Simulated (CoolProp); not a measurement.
The numbers come from the reference Helmholtz-energy equation of state, Lemmon 2006 in CoolProp. It is a short technical equation, of lower accuracy than the large ones.

Problem. For CH3F (R41), give the phase and the cp (kJ/(kg K)), cv (kJ/(kg K)), Joule-Thomson coefficient (K/MPa) at 16.15 °C and 0.253 bar.

Solution. 
- 16.15 °C and 0.253 bar: gas; cp 1.09, cv 0.845, Joule-Thomson coefficient 19.8
